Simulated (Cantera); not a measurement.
Cantera run:

```python
import numpy as np
import cantera as ct

gas_names = """
    H HNO HNO2 HNO3 HO2 H2 H2O H2O2 N NH NH2 NH3 NH2OH NO NO2 NO3 N2 N2H2 N2H4 N2O O OH O2 O3 Si SiH
    SiH2 SiH3 SiH4 SiN SiO SiO2 Si2 Si2N Si3
""".split()
cond_names = """
    H2O(s) H2O(L) Si(cr) Si(L) SiO2(Lqz) SiO2(hqz) SiO2(L) Si2N2O(s) Si3N4(a)
""".split()


# ... load() reads the species with a 1 bar reference pressure and builds the phases ...
atoms = {
    'Si': {'Si': 1},
    'N2O': {'N': 2, 'O': 1},
    'N2': {'N': 2},
    'H2O': {'H': 2, 'O': 1},
}
top_T = {'Si2N2O(s)': 2100, 'Si3N4(a)': 2400}  # K; cautious upper limits of use, not melting points


# ... equilibrate(T, P, feed) seeds the gas with the atoms and calls Mixture.equilibrate('TP', solver="vcs", rtol=1e-11, max_steps=5000) ...
results = []
feed = {'Si': 1, 'N2O': 0.13, 'N2': 630, 'H2O': 1.3}  # mol
P = 44  # Pa
for T in [1125, 1175, 1225, 1275, 1325, 1375, 1425]:
    mix = equilibrate(T, P, feed)
    results.append((T, P, feed, dict(zip(mix.species_names, mix.species_moles))))

top = {s: max(r[3][s] / sum(r[3][g] for g in gas_names) for r in results) for s in gas_names}
cols = sorted((s for s in top if top[s] > 1e-06), key=lambda s: -top[s])[:8]
seen = [c for c in cond_names if any(r[3].get(c, 0) > 1e-12 for r in results)]
print("log10 of partial pressures in bar; condensed amounts in mol")
print(f"{'T/K':>10s}" + "".join(f"{s[:9]:>10s}" for s in cols + seen))
for T, P, feed, n in results:
    ng = sum(n[g] for g in gas_names)
    print(f"{T:10.4g}" + "".join(f"{np.log10(max(n[s] / ng * P / 1e5, 1e-99)):10.3f}" for s in cols)
          + "".join(f"{n.get(c, 0):10.4g}" for c in seen))
```

Result:

```
log10 of partial pressures in bar; condensed amounts in mol
       T/K        N2        H2       SiO         H SiO2(hqz) Si2N2O(s)
      1125    -3.357    -6.043   -10.396   -10.374      0.62      0.19
      1175    -3.357    -6.043    -9.393    -9.933    0.6198    0.1898
      1225    -3.357    -6.043    -8.474    -9.528    0.6184    0.1884
      1275    -3.357    -6.043    -7.628    -9.154    0.6087    0.1787
      1325    -3.358    -6.043    -6.847    -8.808    0.5519     0.122
      1375    -3.358    -6.044    -6.401    -8.487    0.4299         0
      1425    -3.358    -6.045    -6.401    -8.189    0.4294         0
```

Equilibrium computed with Cantera from the NASA thermochemical tables; the gas is ideal and each condensed phase is pure. Mutual solubility and eutectic melting of coexisting phases are not modelled. The tables hold silica as quartz up to 1696 K and as liquid above; real silica turns to tridymite and cristobalite and melts near 1996 K.
